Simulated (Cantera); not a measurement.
A closed system holds: 1 mol borazine, 3 mol O2, 0.42 mol H2, at 13300 Pa.

Equilibrium computed with Cantera from the NASA thermochemical tables; the gas is ideal and each condensed phase is pure. Candidate condensed phases: B, BN, B2O3, B3O3H3, H2O; 39 gas species. The feed counts by its element totals alone. Gases not in the tables: H3BO3. The numbers say what is thermodynamically allowed, not how fast it happens.

**Question.** At 1200 °C, list the 4 most abundant gas species with their mole fractions, and the condensed phases.

**Answer.** H2 0.385, N2 0.301, H2O 0.286, HBO2 0.0278. Condensed: B2O3(l).
